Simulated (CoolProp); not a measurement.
R22 at several states: density (kg/m³) from the reference equation and from simpler models built on Tc = 369.3 K, pc = 4990 kPa, ω = 0.221; each cubic takes its own stable root.

Values from CoolProp's reference Helmholtz-energy equation of state, Kamei 1995.

| T (K) | p (kPa) | phase | reference |
|---|---|---|---|
| 170.1 | 78.6 | liquid | 1579 |
| 327.8 | 25.6 | gas | 0.8143 |
| 151 | 35.2 | liquid | 1629 |

How far does each simpler model (van der Waals, Redlich-Kwong, Soave-Redlich-Kwong, Peng-Robinson) lie from the reference over these 3 states: mean and median of the absolute difference, and the worst?


- van der Waals: mean 27.1 %, median 40.4 %, worst -40.7 % at 151 K and 35.2 kPa
- Redlich-Kwong: mean 7.7 %, median 11.3 %, worst -11.7 % at 151 K and 35.2 kPa
- Soave-Redlich-Kwong: mean 7.0 %, median 10.1 %, worst -10.9 % at 151 K and 35.2 kPa
- Peng-Robinson: mean 0.3 %, median 0.1 %, worst +0.9 % at 170.1 K and 78.6 kPa
